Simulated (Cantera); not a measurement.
A closed system holds: 1 mol Si, 1.4 mol O2, 59 mol N2, 1.5 mol NH3, held at 1277 °C and 173 Torr.

Method: chemical equilibrium by Gibbs-energy minimisation in Cantera with the NASA 1993 tables (ideal gas, pure condensed phases). Candidate condensed phases: H2O, Si, SiO2, Si2N2O, Si3N4; 35 gas species. The tables hold silica as quartz up to 1696 K and as liquid above; real silica turns to tridymite and cristobalite and melts near 1996 K. The numbers say what is thermodynamically allowed, not how fast it happens.

Base state: N2 0.964, H2 0.0234, H2O 0.0129, H 1.00e-5 (mole fractions); condensed: SiO2(β-quartz).

**Question.** What changes in the equilibrium state with this change: Si replaced by Cu?

**Answer.** 
| species | before | after |
|---|---|---|
| N2 | 0.964 | 0.963 |
| H2O | 0.0129 | 0.0362 |
| O2 | <1e-9 | 0.000928 |
| H2 | 0.0234 | 8.96e-6 |
| Cu | 0 | 8.07e-5 |
| NO | 1.56e-8 | 0.000114 |
| OH | 1.86e-7 | 2.67e-5 |
| H | 1.00e-5 | 1.97e-7 |
| SiO2(β-quartz), mol | 1.000 | 0 |
| Cu(l), mol | 0 | 0.140 |
| Cu2O(l), mol | 0 | 0.427 |
Each liquid is taken as pure. Mutual solubility and eutectic melting of coexisting phases are not modelled. Further candidate phases: Cu, CuO, Cu(OH)2, Cu2O.
